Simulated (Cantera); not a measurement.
What does this Cantera script print?

```python
import numpy as np
import cantera as ct

gas_names = """
    Br Br2 H HBr H2
""".split()
cond_names = """
    Br2(cr) Br2(L)
""".split()


# ... load() reads the species with a 1 bar reference pressure and builds the phases ...
atoms = {
    'HBr': {'H': 1, 'Br': 1},
    'H2': {'H': 2},
}
top_T = {}  # K; cautious upper limits of use, not melting points


# ... equilibrate(T, P, feed) seeds the gas with the atoms and calls Mixture.equilibrate('TP', solver="vcs", rtol=1e-11, max_steps=5000) ...
results = []
feed = {'HBr': 1, 'H2': 1.1}  # mol
T = 1598  # K
P = 101325  # Pa
mix = equilibrate(T, P, feed)
results.append((T, P, feed, dict(zip(mix.species_names, mix.species_moles))))
print(gas.report(threshold=0.001))
for i in range(1, mix.n_phases):
    print(f"{mix.phase(i).name:16s} {mix.phase_moles(i):12.5e} mol")
```

Output:

```
       temperature   1598 K
          pressure   1.0132e+05 Pa
           density   0.30151 kg/m^3
  mean mol. weight   39.536 kg/kmol
   phase of matter   gas

                          1 kg             1 kmol
                     ---------------   ---------------
          enthalpy        5.9371e+05        2.3473e+07  J
   internal energy        2.5765e+05        1.0186e+07  J
           entropy              5561        2.1986e+05  J/K
    Gibbs function       -8.2928e+06       -3.2787e+08  J
 heat capacity c_p            854.76             33794  J/K
 heat capacity c_v            644.46             25480  J/K

                      mass frac. Y      mole frac. X     chem. pot. / RT
                     ---------------   ---------------   ---------------
                Br         0.0049525         0.0024505           -20.811
               HBr            0.9682            0.4731           -30.522
                H2          0.026739           0.52439           -19.421
     [   +2 minor]        0.00010422        6.3834e-05

Br2(L)            0.00000e+00 mol
```

Method: chemical equilibrium by Gibbs-energy minimisation in Cantera with the NASA 1993 tables (ideal gas, pure condensed phases).
